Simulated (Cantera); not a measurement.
## Equilibrium for oxide etching and cleaning by halides: B2O3 + HCl + O2

Feed: 1 mol B2O3, 36 mol HCl, 18 mol O2, at 1650 °C and 0.0133 bar.

These are equilibrium values from Cantera (NASA tables, ideal gas, pure condensed phases), not measurements of a reactor. Candidate condensed phases: B, B2O3, B3O3H3, H2O; 33 gas species. The tables' values for BOCl are old estimates; treat these amounts as uncertain. Equilibrium is a limit: real reactors are often held back by kinetics, nucleation or transport.

```json
{
 "x(HCl)": "0.434",
 "x(O2)": "0.262",
 "x(Cl)": "0.185",
 "x(H2O)": "0.0775",
 "x(HBO2)": "0.0300",
 "x(OH)": "0.00379",
 "x(BO2)": "0.00178",
 "x(O)": "0.00161",
 "x(Cl2)": "0.00155",
 "gas_amount": "57.77 mol",
 "log10 activity of B(s) (absent)": "-10.89",
 "log10 activity of B3O3H3(s) (absent)": "-28.44"
}
```
